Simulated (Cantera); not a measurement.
Input: 1 mol TEOS, 5.5 mol CO2, held at 19.0 Pa.

Equilibrium computed with Cantera from the NASA thermochemical tables; the gas is ideal and each condensed phase is pure. Candidate condensed phases: C, C6H6, C7H8, C8H18, H2O, Si, SiC, SiO2; 123 gas species. The feed counts by its element totals alone. The tables hold silica as quartz up to 1696 K and as liquid above; real silica turns to tridymite and cristobalite and melts near 1996 K. The numbers say what is thermodynamically allowed, not how fast it happens.

Over these rows the condensed part is C(graphite) + SiO2(β-quartz). Partial pressures as log10 of bar:

| T (K) | 1000/T (1/K) | log p H2O | log p CO | log p H2 |
|---|---|---|---|---|
| 950 | 1.0526 | -8.08 | -3.97 | -4.08 |
| 1000 | 1.0000 | -8.46 | -3.97 | -4.08 |
| 1050 | 0.9524 | -8.79 | -3.97 | -4.08 |
| 1100 | 0.9091 | ? | -3.97 | -4.08 |
| 1150 | 0.8696 | -9.38 | -3.97 | -4.08 |
| 1200 | 0.8333 | -9.64 | -3.97 | -4.08 |

**Question.** Fit log p(H2O) = a + b·(1000/T) to the five rows, give the apparent enthalpy, and predict the row at 1100 K.

**Answer.** Means: 1000/T = 0.9416, log p = -8.870. Sxy = 0.232609, Sxx = 0.0327611, so b = 7.10 and a = -8.870 − (7.10)×0.9416 = -15.56.
Apparent enthalpy: −19.145 × (7.10) = -136 kJ/mol. With the condensed phases at unit activity, CO(g) + H2(g) = H2O(g) + C(graphite) links this pressure to the main gases: over the six rows their terms move log p by +0.00 in all, so the slope is close to that reaction's ΔH°. The five rows lie within 0.01 of the line.
Prediction at 1100 K: -15.56 + (7.10)×0.9091 = -9.11. The computed value is -9.10, 0.01 from the line.
